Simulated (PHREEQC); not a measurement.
0.013 g of hydrous ferric oxide (600 m²/g; 0.2 weak and 0.005 strong sites per Fe, Dzombak-Morel constants, diffuse double layer) in 1 kg of water with 0.01 mol/kgw of an inert sodium salt and 1.7e-07 mol/kgw CuSO4 and 1.4e-07 mol/kgw Ag2SO4, at 25 °C; the pH is set by adding NaOH or the inert anion's acid. Oxygen is held at 0.21 atm. No CO2 enters from the air. Precipitation was switched off in this run.

All values are PHREEQC results (ion-association model, wateq4f.dat), not measurements.

```csv
pH,S sorbed (%),Cu sorbed (%),Ag sorbed (%),surface charge σ (C/m²),surface potential ψ (mV)
3,99.8,0.0,0.0,0.318,202
3.67,99.6,0.0,0.0,0.250,192
4.33,98.5,0.5,0.0,0.174,174
5,92.1,7.4,0.1,0.111,151
5.67,60.4,52.6,0.4,0.065,124
6.33,13.5,93.6,1.6,0.036,95
7,1.1,99.1,7.1,0.017,61
7.67,0.1,99.3,24.9,0.006,25
8.33,0.0,99.2,56.3,-0.003,-12
9,0.0,99.0,83.6,-0.013,-48
9.67,0.0,98.7,95.6,-0.028,-83
10.33,0.0,98.2,98.9,-0.055,-115
11,0.0,96.8,99.7,-0.098,-142
```

The database's constant for dissolved Cu(OH)2 is higher than later reviews accept. The oxide is taken as insoluble; below pH 4 it would dissolve.
